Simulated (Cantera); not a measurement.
A Cantera script and its output.

```python
import numpy as np
import cantera as ct

gas = ct.Solution("gri30.yaml")
gas.TPX = 1325, 910000, {'CH3OH': 0.02, 'O2': 0.025, 'N2': 1}
reactor = ct.IdealGasConstPressureReactor(gas, energy="off", clone=False)
net = ct.ReactorNet([reactor])
net.rtol, net.atol = 1e-08, 1e-18
show = ['CH3OH', 'O2', 'NO2', 'CH4', 'O', 'NO']
times = np.geomspace(7e-05, 30, 14)

steps = ct.SolutionArray(gas, extra=["t"])
rows = []
print(f"{'t/s':>10s}{'T/K':>9s}{'P/Pa':>11s}" + "".join(f"{s:>11s}" for s in show))
for t in times:
    while net.time < t:
        t_next = net.step()
        steps.append(gas.state, t=t_next)
    rows.append([np.interp(t, steps.t, y) for y in (steps.T, steps.P, *steps(*show).X.T)])
    print(f"{t:10.3e}{rows[-1][0]:9.1f}{rows[-1][1]:11.4g}" + "".join(f"{x:11.3e}" for x in rows[-1][2:]))
rate = np.gradient(steps.T, steps.t)
print("integrator steps:", len(steps.t))
if steps.T.max() > steps.T[0] + 200:
    print(f"time of steepest temperature rise: {steps.t[rate.argmax()]:.4e} s")
gas.TPX = 1325, 910000, {'CH3OH': 0.02, 'O2': 0.025, 'N2': 1}
gas.equilibrate("TP")
print(f"equilibrium (TP): T = {gas.T:.1f} K  " + "  ".join(f"{s} {gas[s].X[0]:.3e}" for s in show))
```

Output:

```
       t/s      T/K       P/Pa      CH3OH         O2        NO2        CH4          O         NO
 7.000e-05   1325.0    9.1e+05  1.911e-02  2.391e-02  4.790e-16  1.766e-06  1.054e-09  1.057e-14
 1.898e-04   1325.0    9.1e+05  1.898e-02  2.385e-02  1.727e-14  4.252e-06  2.760e-09  5.689e-14
 5.147e-04   1325.0    9.1e+05  6.360e-03  1.701e-02  1.746e-11  6.648e-06  4.642e-07  2.586e-11
 1.396e-03   1325.0    9.1e+05  4.321e-11  5.070e-05  8.775e-11  8.509e-09  5.977e-07  9.167e-07
 3.785e-03   1325.0    9.1e+05  1.609e-11  2.253e-06  1.554e-11  5.481e-09  6.686e-09  8.975e-07
 1.026e-02   1325.0    9.1e+05  6.910e-12  3.315e-07  5.356e-12  4.921e-09  3.836e-10  8.304e-07
 2.783e-02   1325.0    9.1e+05  2.616e-12  6.817e-08  1.699e-12  4.758e-09  3.481e-11  7.247e-07
 7.546e-02   1325.0    9.1e+05  9.736e-13  1.549e-08  4.373e-13  4.705e-09  4.215e-12  6.043e-07
 2.046e-01   1325.0    9.1e+05  3.956e-13  3.234e-09  9.187e-14  4.683e-09  6.803e-13  4.833e-07
 5.549e-01   1325.0    9.1e+05  1.957e-13  4.514e-10  1.733e-14  4.670e-09  1.670e-13  3.577e-07
 1.505e+00   1325.0    9.1e+05  1.281e-13  1.761e-11  4.943e-15  4.658e-09  7.239e-14  2.135e-07
 4.080e+00   1325.0    9.1e+05  9.313e-14  1.378e-13  1.441e-15  4.639e-09  3.897e-14  7.260e-08
 1.106e+01   1325.0    9.1e+05  7.673e-14  8.342e-14  1.278e-16  4.610e-09  2.720e-14  6.905e-09
 3.000e+01   1325.0    9.1e+05  7.385e-14  8.045e-14  1.389e-17  4.541e-09  2.607e-14  7.607e-10
integrator steps: 3076
equilibrium (TP): T = 1325.0 K  CH3OH 1.188e-14  O2 8.042e-14  NO2 5.771e-18  CH4 6.992e-11  O 2.606e-14  NO 3.161e-10
```

Detailed kinetics in Cantera: GRI-Mech 3.0 (53 species, 325 reactions). GRI-Mech 3.0 was tuned for natural gas; its chemistry of methanol as a main component is partial and can be far from experiment. The temperature is held fixed by assumption; the heat of reaction is taken as removed at once.
